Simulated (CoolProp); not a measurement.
Vapour-liquid equilibrium of propylene (1) + R134a (2) at 32.9 kPa; x and y are mole fractions of (1).

Computed with CoolProp (multi-fluid Helmholtz-energy mixture model, Lemmon 2013 and Tillner-Roth 1994; pair parameters Bell 2016).

**Question.** Give the bubble temperature and the first vapour's composition at x = 0.15, 0.25, 0.95. Is there an azeotrope?

**Answer.** x = 0.15: -63.2 °C, y = 0.653; x = 0.25: -66.6 °C, y = 0.744; x = 0.95: -69.9 °C, y = 0.939. y crosses x between x = 0.85 and 0.95: the model has an azeotrope there.

Pair parameters are fitted to limited data, so mixtures are less certain than the pure fluids. With so large a gap from Raoult's law the liquid may split in two, which this calculation doesn't test in full.
